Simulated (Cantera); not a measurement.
A perfectly stirred reactor is fed with 24.9 % H₂, 15.8 % O₂, 59.3 % N₂, equivalence ratio 0.79, at 750 Torr; it is adiabatic with a 473 K inlet, and is followed from long to short residence time, starting on the burning branch (τ in s: 0.36, 0.14, 0.056, 0.022, 0.0089, 0.0036, 0.0014, 0.00056, 0.00022, 8.9e-05).

Cantera simulation using GRI-Mech 3.0 (53 species, 325 reactions); the numbers are that mechanism's predictions, not measurements.

Predict: blow-out, bracketed by the residence times tried; x(H₂) at τ = 0.360 s; x(O₂) at τ = 0.360 s; x(O) at τ = 0.360 s; x(OH) at τ = 0.360 s; x(H₂O₂) at τ = 0.360 s; x(H₂) at τ = 3.60 ms; x(O₂) at τ = 3.60 ms; x(O) at τ = 3.60 ms; x(OH) at τ = 3.60 ms; x(H₂O₂) at τ = 3.60 ms.


```json
{
 "blow_out_bracketed_by_the_residence_times_tried": "burning at 89.0 µs, the shortest tried",
 "x(H₂) at τ = 0.360 s": "0.00268",
 "x(O₂) at τ = 0.360 s": "0.0348",
 "x(O) at τ = 0.360 s": "0.000802",
 "x(OH) at τ = 0.360 s": "0.00707",
 "x(H₂O₂) at τ = 0.360 s": "2.12e-7",
 "x(H₂) at τ = 3.60 ms": "0.00735",
 "x(O₂) at τ = 3.60 ms": "0.0376",
 "x(O) at τ = 3.60 ms": "0.00233",
 "x(OH) at τ = 3.60 ms": "0.0112",
 "x(H₂O₂) at τ = 3.60 ms": "2.54e-7"
}
```
